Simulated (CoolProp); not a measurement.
Computed with CoolProp (reference Helmholtz-energy equation of state, Lemmon 2006). It is a short technical equation, of lower accuracy than the large ones.

Question: For carbon monoxide, give the phase and the cv (kJ/(kg K)) at 92.9 K and 0.277 bar; 92.9 K and 18.2 bar.

Answer: 
- 92.9 K and 0.277 bar: gas; cv 0.747
- 92.9 K and 18.2 bar: liquid; cv 1.07
